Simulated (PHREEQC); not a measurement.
Make-up at 25 °C: 0.3 mol/kgw HF, 8.7e-05 mol/kgw H2SiF6, 0.14 mol/kgw HBF4 and 0.00029 mol/kgw HNO3. Closed to the air; pH follows from the charge balance.

Model: ion-association model, phreeqc.dat, run in PHREEQC.

```csv
quantity,before,after
pH,0.93,0.94
ionic strength (mol/kgw),0.145,0.144
HF (mol/kgw),0.293,0.295
HF2- (mol/kgw),0.00261,0.00178
F- (mol/kgw),0.00234,0.00138
BF3OH- (mol/kgw),0.000168,0.000306
```

Which change was made?
A) temperature from 25 to 55 °C
B) HF from 0.3 to 0.15 mol/kgw
C) H2SiF6 left out

A, temperature from 25 to 55 °C

Precipitation was switched off in this run. At this temperature some constants are extrapolated from 25 °C, and those without enthalpy data are left unchanged. SiF6-2 is the database's only silicon fluoride. Real BF4- forms and hydrolyses slowly; the run takes it at equilibrium.
